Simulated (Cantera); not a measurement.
A closed system holds: 1 mol HMDSO, 3.2 mol NO, 0.39 mol CO2, at 2100 Pa.

Cantera equilibrium calculation (NASA polynomials, part measured and part estimated; ideal gas, pure solids and liquids). Candidate condensed phases: C, C6H6, C7H8, C8H18, H2O, Si, SiC, SiO2, Si2N2O, Si3N4; 151 gas species. The feed counts by its element totals alone. Equilibrium is a limit: real reactors are often held back by kinetics, nucleation or transport.

At 1323 K, list the 4 most abundant gas species with their mole fractions, and the condensed phases.

H2 0.663, CO 0.293, N2 0.0442, CH4 6.27e-5. Condensed: C(graphite) + Si2N2O(s).
